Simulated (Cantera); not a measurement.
Charge: 1 mol FeS, 0.33 mol H2, equilibrated at 1500 °C and 2.60 mbar.

Cantera equilibrium calculation (NASA polynomials, part measured and part estimated; ideal gas, pure solids and liquids). Candidate condensed phases: Fe, FeS, FeS2, S; 8 gas species. Metal and sulfide melt together well below either melting point, which pure phases cannot show. Mutual solubility and eutectic melting of coexisting phases are not modelled. FeS: taken at fixed stoichiometry. Equilibrium is a limit: real reactors are often held back by kinetics, nucleation or transport.

Base state: H2 0.819, S2 0.132, H2S 0.0180, SH 0.0133, Fe 0.00761, H 0.00505, S 0.00425 (mole fractions); condensed: Fe(δ) + FeS(l).

What changes in the equilibrium state with this change: temperature from 1500 °C to 802 °C?


| species | before | after |
|---|---|---|
| H2 | 0.819 | 0.998 |
| H2S | 0.0180 | 0.00192 |
| SH | 0.0133 | 9.04e-7 |
| S2 | 0.132 | 3.49e-7 |
| Fe | 0.00761 | <1e-9 |
| S | 0.00425 | <1e-9 |
| H | 0.00505 | 2.88e-7 |
| Fe(δ), mol | 0.114 | 0 |
| FeS(l), mol | 0.883 | 0 |
| Fe(α), mol | 0 | 0.000634 |
| FeS(s), mol | 0 | 0.999 |

What changes in the equilibrium state with this change: FeS replaced by Ta2O5?


```csv
species,before,after
H2,0.819,0.994
H,0.00505,0.00556
H2O,0,0.000589
S2,0.132,0
H2S,0.0180,0
SH,0.0133,0
Fe,0.00761,0
S,0.00425,0
"Fe(δ), mol",0.114,0
"FeS(l), mol",0.883,0
"Ta2O5(s), mol",0,1.000
```
Further candidate phases: H2O, Ta, Ta2O5.
